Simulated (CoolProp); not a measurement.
Saturation properties of toluene.

Values from CoolProp's reference Helmholtz-energy equation of state, Lemmon 2006. It is a short technical equation, of lower accuracy than the large ones.

```tsv
T (K)	p (kPa)	liquid density (kg/m³)	vapour density (kg/m³)	enthalpy of vaporisation (kJ/kg)
273.3	0.9144	885.2	0.03712	427.7
305.4	5.468	855.4	0.1994	408.6
337.4	21.89	825.1	0.7288	[?]
369.5	66.38	[?]	2.053	369.9
401.5	163.5	760.6	4.783	348.7
433.5	346.0	725.2	9.778	325.1
465.6	654.5	686.2	18.29	297.9
497.6	1132	641.8	32.28	[?]
529.7	1837	587.8	55.89	223.8
561.7	2831	514.2	100.3	164.8
```

Problem. Complete the blanks.

Solution. 
- 337.4, enthalpy of vaporisation (kJ/kg): 389.6
- 369.5, liquid density (kg/m³): 793.6
- 497.6, enthalpy of vaporisation (kJ/kg): 265.3

It boils at 383.7 K under 1 atm.
